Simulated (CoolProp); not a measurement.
Water at several states: Z from the reference equation and from simpler models built on Tc = 647.1 K, pc = 22.06 MPa, ω = 0.344; each cubic takes its own stable root.

Model: reference Helmholtz-energy equation of state, Wagner 2002, in CoolProp.

```tsv
T (K)	p (MPa)	phase	reference	van der Waals	Redlich-Kwong	Soave-Redlich-Kwong
981	100	supercritical	0.7976	0.8217	0.8259	0.9609
885.2	47.5	supercritical	0.7839	0.6969	0.7473	0.8472
986.9	63.3	supercritical	0.8422	0.7635	0.8133	0.9303
914.1	0.402	gas	0.9985	0.9978	0.9978	0.9986
347.7	45.4	liquid	0.2846	0.5790	0.3968	0.3852
```
